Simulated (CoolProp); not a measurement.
Vapour-liquid equilibrium of propane (1) + R236EA (2) at 255.5 K; x and y are mole fractions of (1).

The numbers come from the multi-fluid Helmholtz-energy mixture model, Lemmon 2009 and Rui 2013; pair parameters Bell 2016 in CoolProp.

### Question
Give the bubble pressure and the first vapour's composition at x = 0.35, 0.45, 0.65. Is there an azeotrope?

### Answer
x = 0.35: 0.2315 MPa, y = 0.872; x = 0.45: 0.2392 MPa, y = 0.879; x = 0.65: 0.2455 MPa, y = 0.887. No azeotrope shows between x = 0.05 and 0.95.

The pair parameters rest on a limited set of measurements; away from them the model extrapolates. With so large a gap from Raoult's law the liquid may split in two, which this calculation doesn't test in full.
